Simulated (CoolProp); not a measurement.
A closed Brayton cycle with dry air: compressor inlet 326.15 K and 2.2 MPa, high pressure 4.17 MPa, turbine inlet 720 K, compressor efficiency 0.8, turbine efficiency 0.93, recuperator effectiveness 0.8 (on enthalpy, no pinch check). Each further row changes one setting.

The numbers come from the reference Helmholtz-energy equation of state, Lemmon 2000 in CoolProp. It is a pseudo-pure fit of the blend.

```
case                           thermal efficiency (%)  net work (kJ/kg)  compressor to turbine work  compressor exit (K)  turbine exit (K)
-----------------------------  ----------------------  ----------------  --------------------------  -------------------  ----------------
as stated                                        20.0              31.8                        0.72                407.9             613.9
turbine inlet 670 K                              16.7              23.7                        0.78                407.9             570.2
compressor inlet 336.15 K                        18.7              29.2                        0.74                420.3             613.9
high pressure 3.54 MPa                           19.1              27.0                        0.69                385.6             639.6
recuperator effectiveness 0.5                    14.2              31.8                        0.72                407.9             613.9
```
